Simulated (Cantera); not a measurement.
Input: 1 mol SiHCl3, 12 mol H2, at 952 °C and 133 Pa.

Equilibrium computed with Cantera from the NASA thermochemical tables; the gas is ideal and each condensed phase is pure. The tables' values for SiCl3 are old estimates; treat these amounts as uncertain. Equilibrium is a limit: real reactors are often held back by kinetics, nucleation or transport.

| species | before | after |
|---|---|---|
| H2 | 0.840 | 0.871 |
| HCl | 0.114 | 0.0847 |
| SiCl4 | 0.00303 | 0.0195 |
| SiCl2 | 0.0378 | 0.0168 |
| SiHCl3 | 0.000697 | 0.00295 |
| SiH2Cl2 | 2.14e-5 | 5.37e-5 |
| SiCl3 | 0.00381 | 0.00484 |
| Si(s), mol | 0.368 | 0.398 |
Gas species are given as mole fractions.

Question: What was changed between the two runs?
A. temperature from 952 °C to 1227 °C
B. temperature from 952 °C to 1000 °C
C. H2 from 12 to 240 mol
D. temperature from 952 °C to 827 °C

Answer: D, temperature from 952 °C to 827 °C
